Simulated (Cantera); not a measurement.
Feed: 1 mol BN, 2 mol O2, 18 mol H2, at 1.30 mbar.

Equilibrium computed with Cantera from the NASA thermochemical tables; the gas is ideal and each condensed phase is pure. Candidate condensed phases: B, BN, B2O3, B3O3H3, H2O; 39 gas species. Gases not in the tables: H3BO3. Equilibrium is a limit: real reactors are often held back by kinetics, nucleation or transport. All values below are at 1075 K.

Base state: H2 0.837, H2O 0.134, N2 0.0270, HBO2 0.00114, (HBO2)3 3.47e-5 (mole fractions); condensed: B2O3(l).

Question: What changes in the equilibrium state with this change: pressure from 1.30 mbar to 13.3 mbar?

Answer: 
```tsv
species	before	after
H2	0.837	0.838
H2O	0.134	0.135
N2	0.0270	0.0270
HBO2	0.00114	0.000357
(HBO2)3	3.47e-5	0.000111
B2O3(l), mol	0.488	0.494
```
